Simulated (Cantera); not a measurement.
Charge: 1 mol Si2Cl6, 4 mol N2, 18 mol H2, equilibrated at 1925 K and 13.3 mbar.

These are equilibrium values from Cantera (NASA tables, ideal gas, pure condensed phases), not measurements of a reactor. Candidate condensed phases: NH4Cl, Si, Si3N4; 28 gas species. The feed counts by its element totals alone. The tables' values for SiCl, SiCl3, SiN are old estimates; treat these amounts as uncertain. Gases not in the tables: Si2H6 and higher silanes. Equilibrium is a limit: real reactors are often held back by kinetics, nucleation or transport.

Task: What is the equilibrium state?

Result: 
| Property | Value |
|---|---|
| x(H2) | 0.653 |
| x(N2) | 0.159 |
| x(HCl) | 0.120 |
| x(SiCl2) | 0.0579 |
| x(H) | 0.00669 |
| x(Si) | 0.00131 |
| x(SiCl) | 0.000969 |
| x(Cl) | 0.000925 |
| x(SiCl3) | 0.000301 |
| n(Si(l)) | 0.473 mol |
| gas amount | 25.14 mol |
